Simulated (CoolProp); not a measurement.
The numbers come from the reference Helmholtz-energy equation of state, Lemmon 2006 in CoolProp. It is a short technical equation, of lower accuracy than the large ones.

Task: For CH3F (R41), give the phase and the cp (kJ/(kg K)), speed of sound (m/s), Joule-Thomson coefficient (K/MPa) at 260.2 K and 101 kPa; 275.2 K and 101 kPa; 320.1 K and 101 kPa.

Result: 
- 260.2 K and 101 kPa: gas; cp 1.08, speed of sound 286, Joule-Thomson coefficient 27.4
- 275.2 K and 101 kPa: gas; cp 1.09, speed of sound 293, Joule-Thomson coefficient 23.0
- 320.1 K and 101 kPa: gas; cp 1.15, speed of sound 314, Joule-Thomson coefficient 14.7
